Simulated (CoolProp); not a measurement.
Dimethyl ether at 493.14 K and 1.02 MPa is throttled through a valve to 0.62 MPa with no heat exchange. Each further row changes one setting.

The numbers come from the reference Helmholtz-energy equation of state, Wu 2011 in CoolProp.

| case | temperature change (K) | final density (kg/m³) |
|---|---|---|
| as stated | -2.0 | 7.15 |
| outlet pressure 0.186 MPa | ? | ? |
| outlet pressure 0.806 MPa | -1.1 | ? |

Task: Fill in the missing entries.

Result: 
- outlet pressure 0.186 MPa, temperature change (K): -4.2
- outlet pressure 0.186 MPa, final density (kg/m³): 2.12
- outlet pressure 0.806 MPa, final density (kg/m³): 9.34
